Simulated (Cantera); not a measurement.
Charge: 1 mol Si(CH3)4, 0.2 mol C2H4, 40 mol H2, equilibrated at 1650 °C and 1.00 bar.

Equilibrium computed with Cantera from the NASA thermochemical tables; the gas is ideal and each condensed phase is pure. Candidate condensed phases: C, C6H6, C7H8, C8H18, Si, SiC; 87 gas species. Rates play no part.

Base state: H2 0.998, H 0.000942, CH4 0.000523, C2H2 (acetylene) 0.000451 (mole fractions); condensed: C(graphite) + SiC(s).

Q: What changes in the equilibrium state with this change: temperature from 1650 °C to 825 °C?

A: 
| species | before | after |
|---|---|---|
| H2 | 0.998 | 0.966 |
| CH4 | 0.000523 | 0.0341 |
| H | 0.000942 | 2.43e-8 |
| C2H2 (acetylene) | 0.000451 | 1.23e-8 |
| C(graphite), mol | 3.33 | 1.87 |
| SiC(s), mol | 1.000 | 1.00 |

Q: What changes in the equilibrium state with this change: 0.16 mol NH3 added?

A: 
| species | before | after |
|---|---|---|
| H2 | 0.998 | 0.996 |
| N2 | 0 | 0.00149 |
| H | 0.000942 | 0.000941 |
| HCN | 0 | 0.000415 |
| HNC | 0 | 2.04e-5 |
| CH4 | 0.000523 | 0.000521 |
| C2H2 (acetylene) | 0.000451 | 0.000450 |
| C(graphite), mol | 3.33 | 3.31 |
| SiC(s), mol | 1.000 | 1.000 |
Further candidate phases: Si3N4.
